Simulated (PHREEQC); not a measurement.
Synthetic water in mg/L, 25 °C, pH 5.92, pe 0.6:

```csv
constituent,mg/L
Na,6.37
K,0.854
Ca,1.75
Mg,0.213
Cl,2.66
S(6) as SO4,5.42
Alkalinity as HCO3,9.05
Sr,0.0116
Ba,0.101
Fe(2),0.539
```

Cl is adjusted to close the charge balance.
Valence states are taken as typed.

Equilibrium calculation in PHREEQC: ion-association model, phreeqc.dat.

| Quantity | Result |
|---|---|
| ionic strength | 0.000543 mol/kgw |

```csv
species,molality,activity,log γ
CO2,0.000393,0.000393,0.000
Na+,0.000277,0.000270,-0.011
Cl-,0.000164,0.000159,-0.012
HCO3-,0.000149,0.000145,-0.011
SO4-2,5.58e-5,5.02e-5,-0.046
Ca+2,4.32e-5,3.89e-5,-0.046
K+,2.18e-5,2.13e-5,-0.012
Fe+2,9.44e-6,8.51e-6,-0.045
Mg+2,8.66e-6,7.80e-6,-0.045
H+,1.23e-6,1.20e-6,-0.011
Ba+2,7.18e-7,6.46e-7,-0.046
CaSO4,3.48e-7,3.48e-7,0.000
```

This is a speciation only: nothing precipitates in the calculation. Species that the database lacks are ignored.
